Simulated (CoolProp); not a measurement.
Vapour-liquid equilibrium of R13 (1) + n-butane (2) at 0.35 MPa; x and y are mole fractions of (1).

Computed with CoolProp (multi-fluid Helmholtz-energy mixture model, Platzer 1990 and Bücker 2006; pair parameters Bell 2016). This equation is an older, rougher fit; its heat capacities, sound speeds and derivatives of the liquid may be far off and weren't checked against measurements.

```tsv
x	bubble temperature, mixture model (K)	bubble temperature, Raoult's law (K)	y, mixture model	y, Raoult's law
0.05	285.9	292.5	0.529	0.448
0.15	257.4	270.0	0.848	0.778
0.25	244.4	256.1	0.922	0.889
0.35	237.4	246.6	0.949	0.938
0.45	232.9	239.6	0.962	0.963
0.55	229.7	234.0	0.971	0.977
0.65	227.1	229.6	0.978	0.986
0.75	224.7	225.8	0.984	0.992
0.85	222.3	222.6	0.990	0.996
0.95	219.9	219.8	0.997	0.999
```

The largest gap from Raoult's law is -12.6 K in bubble temperature, at x = 0.15. No azeotrope shows between x = 0.05 and 0.95.

Pair parameters are fitted to limited data, so mixtures are less certain than the pure fluids. With so large a gap from Raoult's law the liquid may split in two, which this calculation doesn't test in full.
